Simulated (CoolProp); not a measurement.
R245fa at 293.15 K and 6.88 MPa flows at 0.087 m/s in a round tube of 1 mm bore and 0.25 µm roughness, fully developed (64/Re and Nu = 3.66 if laminar; Colebrook and Gnielinski if turbulent). Each further row changes one setting.

The numbers come from the reference Helmholtz-energy equation of state, Akasaka 2015 in CoolProp.

| case | Reynolds number | Darcy friction factor | pressure drop (Pa/m) | heat-transfer coefficient (W/(m² K)) | mass flow (kg/h) |
|---|---|---|---|---|---|
| as stated | 260 | 0.246 | 1280 | 353 | 0.337 |
| velocity 0.174 m/s | 521 | 0.123 | 2550 | 353 | 0.674 |
| diameter 2 mm | 521 | 0.123 | 319 | 176 | 1.35 |

Viscosity comes from a separate model (Bell 2016), an estimate that may be off by 10 % or more. Thermal conductivity comes from a separate model (Huber 2003), an estimate that may be off by 10 % or more.
